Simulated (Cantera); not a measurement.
Input: 1 mol Al, 1 mol NH₃, 4 mol H₂, at 902 °C and 5.00 mbar.

Cantera equilibrium calculation (NASA polynomials, part measured and part estimated; ideal gas, pure solids and liquids). Candidate condensed phases: Al, AlN; 13 gas species. Equilibrium is a limit: real reactors are often held back by kinetics, nucleation or transport.

Base state: H₂ 1.000 (mole fractions); condensed: AlN(s).

Question: What changes in the equilibrium state with this change: NH₃ from 1 to 190 mol?

Answer: 
```json
[
 {"species": "H₂", "before": "1.000", "after": "0.754"},
 {"species": "N₂", "before": "1.95e-9", "after": "0.246"},
 {"species": "AlN(s), mol", "before": "1.00", "after": "1.00"}
]
```
